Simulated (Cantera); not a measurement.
Feed: 1 mol CO, 7.7 mol H₂, 25 mol N₂, at 1675 °C and 36000 Pa.

Equilibrium computed with Cantera from the NASA thermochemical tables; the gas is ideal and each condensed phase is pure. Candidate condensed phases: C, C₆H₆, C₇H₈, C₈H₁₈, H₂O; 136 gas species. Rates play no part.

Base state: N₂ 0.742, H₂ 0.228, CO 0.0296, H 0.000900, H₂O 4.21e-5, HCN 4.11e-5 (mole fractions); condensed: gas only.

**Question.** What changes in the equilibrium state with this change: CO replaced by C₂H₆?

**Answer.** 
```json
[
 {"species": "N₂", "before": "0.742", "after": "0.697"},
 {"species": "H₂", "before": "0.228", "after": "0.296"},
 {"species": "HCN", "before": "4.11e-5", "after": "0.00543"},
 {"species": "CO", "before": "0.0296", "after": "0"},
 {"species": "H₂O", "before": "4.21e-5", "after": "0"},
 {"species": "C₂H₂ (acetylene)", "before": "8.61e-9", "after": "0.000160"},
 {"species": "CH₄", "before": "7.65e-8", "after": "1.54e-5"},
 {"species": "HNC", "before": "2.12e-6", "after": "0.000280"},
 {"species": "H", "before": "0.000900", "after": "0.00103"},
 {"species": "C(graphite), mol", "before": "0", "after": "1.78"}
]
```

**Question.** What changes in the equilibrium state with this change: temperature from 1675 °C to 650 °C?

**Answer.** 
```csv
species,before,after
N₂,0.742,0.748
H₂,0.228,0.219
CO,0.0296,0.0253
H,0.000900,<1e-9
CH₄,7.65e-8,0.00390
CO₂,1.25e-6,0.000743
```
